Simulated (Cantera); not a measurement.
Gas mixture: NO = 0.47 (molar parts), at 13300 Pa, frozen composition.

Cantera's kinetic-theory transport with the Lennard-Jones parameters of GRI-Mech 3.0, ideal gas; thermal conductivity in the mixture-averaged form. The composition is frozen, though it would react at the higher temperatures.

D: mixture-averaged diffusion coefficient of that species in the mixture.

```json
[
 {"T (K)": "400", "ρ (kg/m³)": "0.120", "cp (J/kg/K)": "998.6", "μ (µPa s)": "23.1", "λ (mW/m/K)": "32.4", "Pr": "0.712", "D (cm²/s) C2H2": "2.10", "D (cm²/s) H2O": "2.97", "D (cm²/s) H2": "9.62"},
 {"T (K)": "500", "ρ (kg/m³)": "0.0962", "cp (J/kg/K)": "1016", "μ (µPa s)": "27.0", "λ (mW/m/K)": "38.8", "Pr": "0.708", "D (cm²/s) C2H2": "3.11", "D (cm²/s) H2O": "4.52", "D (cm²/s) H2": "14.0"},
 {"T (K)": "600", "ρ (kg/m³)": "0.0802", "cp (J/kg/K)": "1041", "μ (µPa s)": "___", "λ (mW/m/K)": "___", "Pr": "0.706", "D (cm²/s) C2H2": "___", "D (cm²/s) H2O": "___", "D (cm²/s) H2": "___"},
 {"T (K)": "700", "ρ (kg/m³)": "0.0687", "cp (J/kg/K)": "1067", "μ (µPa s)": "34.0", "λ (mW/m/K)": "51.3", "Pr": "0.707", "D (cm²/s) C2H2": "5.56", "D (cm²/s) H2O": "8.34", "D (cm²/s) H2": "24.5"},
 {"T (K)": "800", "ρ (kg/m³)": "0.0601", "cp (J/kg/K)": "1092", "μ (µPa s)": "37.1", "λ (mW/m/K)": "___", "Pr": "0.708", "D (cm²/s) C2H2": "___", "D (cm²/s) H2O": "___", "D (cm²/s) H2": "___"},
 {"T (K)": "900", "ρ (kg/m³)": "0.0535", "cp (J/kg/K)": "1114", "μ (µPa s)": "40.1", "λ (mW/m/K)": "63.0", "Pr": "0.708", "D (cm²/s) C2H2": "8.51", "D (cm²/s) H2O": "13.0", "D (cm²/s) H2": "37.3"},
 {"T (K)": "1000", "ρ (kg/m³)": "0.0481", "cp (J/kg/K)": "1133", "μ (µPa s)": "42.9", "λ (mW/m/K)": "68.6", "Pr": "0.709", "D (cm²/s) C2H2": "10.2", "D (cm²/s) H2O": "15.6", "D (cm²/s) H2": "44.4"},
 {"T (K)": "1100", "ρ (kg/m³)": "0.0437", "cp (J/kg/K)": "1147", "μ (µPa s)": "45.7", "λ (mW/m/K)": "74.1", "Pr": "0.707", "D (cm²/s) C2H2": "11.9", "D (cm²/s) H2O": "18.4", "D (cm²/s) H2": "52.0"},
 {"T (K)": "1200", "ρ (kg/m³)": "0.0401", "cp (J/kg/K)": "1159", "μ (µPa s)": "48.4", "λ (mW/m/K)": "79.3", "Pr": "0.707", "D (cm²/s) C2H2": "13.8", "D (cm²/s) H2O": "21.4", "D (cm²/s) H2": "60.0"}
]
```

### Question
Some entries are withheld; supply them.

### Answer

- 600, μ (µPa s): 30.6
- 600, λ (mW/m/K): 45.1
- 600, D (cm²/s) C2H2: 4.26
- 600, D (cm²/s) H2O: 6.31
- 600, D (cm²/s) H2: 19.0
- 800, λ (mW/m/K): 57.3
- 800, D (cm²/s) C2H2: 6.97
- 800, D (cm²/s) H2O: 10.6
- 800, D (cm²/s) H2: 30.6
